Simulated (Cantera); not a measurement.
A freely propagating, adiabatic, planar premixed flame of C3H8 : O2 : N2 = 1 : 4.55 : 17.1 (molar parts), equivalence ratio 1.1, unburnt at 698 K and 1.00 bar; mixture-averaged transport, grid criteria slope 0.08 and curve 0.16, no radiation.

Cantera simulation using GRI-Mech 3.0 (53 species, 325 reactions); the numbers are that mechanism's predictions, not measurements. GRI-Mech 3.0 was tuned for natural gas; its chemistry of propane as a main component is partial and can be far from experiment. Burning velocities carry a grid error of a few per cent, more on coarse grids.

What does this change do: inlet temperature 698 to 648 K?


```tsv
quantity	before	after
laminar burning velocity	215 cm/s	187 cm/s
thermal thickness	0.245 mm	0.252 mm
peak x(C2H6)	0.00199	0.00196
peak x(H)	0.0146	0.0140
peak x(H2)	0.0318	0.0311
peak x(OH)	0.0115	0.0109
```

What does this change do: O2 4.55 to 5.8 parts?


| quantity | before | after |
|---|---|---|
| laminar burning velocity | 215 cm/s | 259 cm/s |
| thermal thickness | 0.245 mm | 0.215 mm |
| peak x(C2H6) | 0.00199 | 0.00157 |
| peak x(H) | 0.0146 | 0.0126 |
| peak x(H2) | 0.0318 | 0.0236 |
| peak x(OH) | 0.0115 | 0.0162 |
